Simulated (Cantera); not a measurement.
A diamond (100) surface in a fixed gas of H2 with x(CH4) = 0.02, x(H) = 0.021, at 998 K, 39.8 Torr; coverages are run to steady state.

Detailed kinetics in Cantera: the Harris–Goodwin 1993 mechanism for the reconstructed diamond (100) surface.

θ: site fractions in the mechanism's names (c6HH fully hydrogenated, c6H* and c6*H radical sites, c6** diradical, c6HM methylated).

| x(CH3) | growth (µm/h) | θ c6HH | θ c6H* | θ c6*H | θ c6** | θ c6HM |
|---|---|---|---|---|---|---|
| 1e-06 | … | 0.598 | 0.0184 | 0.373 | 0.00970 | 2.61e-5 |
| 2.2e-06 | … | 0.598 | 0.0184 | 0.373 | 0.00970 | 5.74e-5 |
| 5e-06 | … | 0.598 | 0.0184 | 0.373 | 0.00970 | 0.000130 |
| 1.1e-05 | … | 0.598 | 0.0184 | 0.373 | 0.00970 | 0.000287 |
| 2.5e-05 | … | 0.598 | 0.0184 | 0.373 | 0.00969 | 0.000652 |
| 5.5e-05 | … | 0.597 | 0.0183 | 0.373 | 0.00968 | 0.00143 |
| 0.00012 | … | 0.596 | 0.0183 | 0.372 | 0.00965 | 0.00312 |
| 0.00028 | … | 0.593 | 0.0182 | 0.370 | 0.00957 | 0.00723 |
| 0.00061 | … | 0.586 | 0.0180 | 0.365 | 0.00942 | 0.0155 |

**Question.** What belongs in the gaps?

**Answer.** 
- 1e-06, growth (µm/h): 0.0278
- 2.2e-06, growth (µm/h): 0.0611
- 5e-06, growth (µm/h): 0.139
- 1.1e-05, growth (µm/h): 0.305
- 2.5e-05, growth (µm/h): 0.693
- 5.5e-05, growth (µm/h): 1.52
- 0.00012, growth (µm/h): 3.32
- 0.00028, growth (µm/h): 7.69
- 0.00061, growth (µm/h): 16.5
